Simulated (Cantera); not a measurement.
**Roasting and sulfation: FeS + H₂S + N₂**

Charge: 1 mol FeS, a varied amount of H₂S, 47 mol N₂, held at 1227 °C and 97.5 Torr.

Equilibrium computed with Cantera from the NASA thermochemical tables; the gas is ideal and each condensed phase is pure. Candidate condensed phases: Fe, FeS, FeS₂, S; 16 gas species. FeS: taken at fixed stoichiometry. Kinetics and transport are ignored.

From 0.51 mol H₂S to 4.1 mol H₂S the condensed part is FeS(l). The main Fe-bearing gas is Fe throughout.

| n(H₂S) (mol) | log p N₂ | log p H₂ | log p S₂ | log p H₂S | log p SH | n FeS(l) |
|---|---|---|---|---|---|---|
| 0.51 | -0.89 | -2.90 | -3.20 | -3.94 | -4.84 | 1.000 |
| 0.66 | -0.89 | -2.79 | -3.10 | -3.78 | -4.73 | 1.000 |
| 0.86 | -0.90 | -2.69 | -2.99 | -3.62 | -4.63 | 1.000 |
| 1.1 | -0.90 | -2.59 | -2.89 | -3.47 | -4.53 | 1.000 |
| 1.4 | -0.90 | -2.49 | -2.80 | -3.33 | -4.43 | 1.000 |
| 1.9 | -0.91 | -2.37 | -2.68 | -3.15 | -4.32 | 1.000 |
| 2.4 | -0.92 | -2.28 | -2.59 | -3.02 | -4.23 | 1.000 |
| 3.1 | -0.92 | -2.19 | -2.49 | -2.88 | -4.13 | 1.000 |
| 4.1 | -0.94 | -2.09 | -2.39 | -2.72 | -4.03 | 1.000 |
log p: log10 of the partial pressure in bar; n: condensed amount in mol.
